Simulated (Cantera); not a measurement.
Input (Python, Cantera) and output of one run.

```python
import numpy as np
import cantera as ct

gas_names = """
    Fe FeO Fe(OH)2 H HO2 H2 H2O H2O2 H2S H2SO4 O OH O2 O3 S SH SO SO2 SO3 S2 S2O S8
""".split()
cond_names = """
    Fe(a) Fe(c) Fe(d) Fe(L) FeO(s) FeO(L) Fe(OH)2(s) Fe(OH)3(s) FeS(a) FeS(b) FeS(c) FeS(L) FeSO4(s)
    FeS2(s) Fe2O3(s) Fe2S3O12(s) Fe3O4(s) H2O(s) H2O(L) H2SO4(L) S(cr1) S(cr2) S(L)
""".split()


# ... load() reads the species with a 1 bar reference pressure and builds the phases ...
atoms = {
    'Fe2O3': {'Fe': 2, 'O': 3},
    'H2S': {'H': 2, 'S': 1},
    'H2O': {'H': 2, 'O': 1},
}
top_T = {'FeSO4(s)': 950, 'FeS2(s)': 1010, 'Fe2O3(s)': 1830, 'Fe2S3O12(s)': 1100, 'Fe3O4(s)': 1870}  # K; cautious upper limits of use, not melting points


# ... equilibrate(T, P, feed) seeds the gas with the atoms and calls Mixture.equilibrate('TP', solver="vcs", rtol=1e-11, max_steps=5000) ...
results = []
feed = {'Fe2O3': 1, 'H2S': 0.49, 'H2O': 0.4}  # mol
P = 160000  # Pa
for T in [948, 1023, 1098, 1173, 1248, 1323, 1398, 1473, 1548, 1623, 1698, 1773]:
    mix = equilibrate(T, P, feed)
    results.append((T, P, feed, dict(zip(mix.species_names, mix.species_moles))))

top = {s: max(r[3][s] / sum(r[3][g] for g in gas_names) for r in results) for s in gas_names}
cols = sorted((s for s in top if top[s] > 0.0001), key=lambda s: -top[s])[:9]
seen = [c for c in cond_names if any(r[3].get(c, 0) > 1e-12 for r in results)]
print("log10 of partial pressures in bar; condensed amounts in mol")
print(f"{'T/K':>10s}" + "".join(f"{s[:9]:>10s}" for s in cols + seen))
for T, P, feed, n in results:
    ng = sum(n[g] for g in gas_names)
    print(f"{T:10.4g}" + "".join(f"{np.log10(max(n[s] / ng * P / 1e5, 1e-99)):10.3f}" for s in cols)
          + "".join(f"{n.get(c, 0):10.4g}" for c in seen))
```

Result:

```
log10 of partial pressures in bar; condensed amounts in mol
       T/K       H2O       SO2        H2        S2       H2S        SO       S2O        SH         S    FeO(s)    FeO(L)    FeS(c)    FeS(L)  Fe3O4(s)
       948     0.128    -0.653    -2.821    -2.246    -1.554    -5.418    -3.235    -5.834    -9.902         0         0    0.3196         0    0.5601
      1023     0.127    -0.657    -2.511    -2.090    -1.528    -4.889    -3.135    -5.299    -8.951         0         0    0.3163         0    0.5612
      1098     0.125    -0.661    -2.242    -1.955    -1.506    -4.433    -3.049    -4.837    -8.130         0         0    0.3125         0    0.5625
      1173     0.122    -0.666    -2.006    -1.837    -1.486    -4.037    -2.975    -4.434    -7.413         0         0     0.308         0     0.564
      1248     0.119    -0.670    -1.799    -1.734    -1.469    -3.688    -2.910    -4.080    -6.782         0         0    0.3028         0    0.5657
      1323     0.115    -0.674    -1.616    -1.644    -1.455    -3.379    -2.853    -3.766    -6.223         0         0    0.2969         0    0.5677
      1398     0.068    -0.489    -1.551    -1.414    -1.468    -2.972    -2.596    -3.462    -5.649     1.066         0    0.1707         0    0.2545
      1473     0.028    -0.408    -1.448    -1.201    -1.430    -2.647    -2.404    -3.162    -5.130     1.951         0         0   0.04876         0
      1548     0.019    -0.416    -1.314    -1.128    -1.415    -2.425    -2.359    -2.931    -4.720      1.97         0         0   0.03048         0
      1623     0.009    -0.425    -1.194    -1.061    -1.404    -2.224    -2.320    -2.722    -4.348      1.99         0         0   0.01036         0
      1698     0.000    -0.428    -1.096    -1.038    -1.423    -2.047    -2.310    -2.556    -4.027         0         2         0         0         0
      1773    -0.007    -0.424    -1.018    -1.053    -1.470    -1.891    -2.324    -2.428    -3.752         0         2         0         0         0
```

These are equilibrium values from Cantera (NASA tables, ideal gas, pure condensed phases), not measurements of a reactor. Metal and sulfide melt together well below either melting point, which pure phases cannot show. Mutual solubility and eutectic melting of coexisting phases are not modelled. The tables' stoichiometric FeO is somewhat more stable than real wüstite, so its field is too wide. FeO, FeS: taken at fixed stoichiometry. Gases not in the tables: S3 to S7.
